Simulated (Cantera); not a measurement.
## CF₄ + H₂ (fluorocarbon and chlorocarbon gases)

Input: 1 mol CF₄, 5.5 mol H₂, at 0.210 bar.

Equilibrium computed with Cantera from the NASA thermochemical tables; the gas is ideal and each condensed phase is pure. Candidate condensed phases: C, C₆H₆, C₇H₈, C₈H₁₈; 95 gas species. Kinetics and transport are ignored.

From 2523 K to 3198 K the condensed part is C(graphite). From 3273 K to 3423 K nothing is condensed. The main C-bearing gas is C₂H₂ (acetylene) at 2523 K and C₃ at 3423 K.

```csv
T (K),x HF,x H₂,x H,x C₂H₂ (acetylene),x C₃,x F,x C₂H,n C(graphite)
2523,0.523,0.432,0.0399,0.00515,3.37e-6,0.000107,3.58e-5,0.920
2598,0.519,0.420,0.0539,0.00676,1.02e-5,0.000178,7.60e-5,0.892
2673,0.514,0.406,0.0712,0.00867,2.92e-5,0.000287,0.000154,0.859
2748,0.508,0.388,0.0923,0.0108,7.83e-5,0.000455,0.000298,0.818
2823,0.501,0.367,0.117,0.0132,0.000199,0.000704,0.000553,0.767
2898,0.492,0.343,0.146,0.0157,0.000481,0.00107,0.000986,0.704
2973,0.482,0.316,0.178,0.0182,0.00111,0.00160,0.00169,0.622
3048,0.471,0.286,0.213,0.0204,0.00246,0.00236,0.00280,0.509
3123,0.457,0.255,0.250,0.0223,0.00522,0.00344,0.00446,0.339
3198,0.440,0.221,0.287,0.0236,0.0107,0.00495,0.00685,0.0633
3273,0.424,0.194,0.328,0.0188,0.0139,0.00697,0.00779,0
3348,0.407,0.169,0.369,0.0137,0.0156,0.00971,0.00800,0
3423,0.389,0.144,0.409,0.00950,0.0166,0.0134,0.00785,0
```
x: gas mole fraction; n: condensed amount in mol.
